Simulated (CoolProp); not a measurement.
Computed with CoolProp (reference Helmholtz-energy equation of state, Lemmon 2006). It is a short technical equation, of lower accuracy than the large ones.

Question: For carbon monoxide, give the phase and the Z, cp (kJ/(kg K)), speed of sound (m/s), expansivity (1/kK) at 202.2 K and 21 MPa; 313.5 K and 21 MPa.

Answer: 
- 202.2 K and 21 MPa: supercritical; Z 0.898, cp 1.83, speed of sound 431, expansivity 7.53
- 313.5 K and 21 MPa: supercritical; Z 1.06, cp 1.31, speed of sound 437, expansivity 3.82
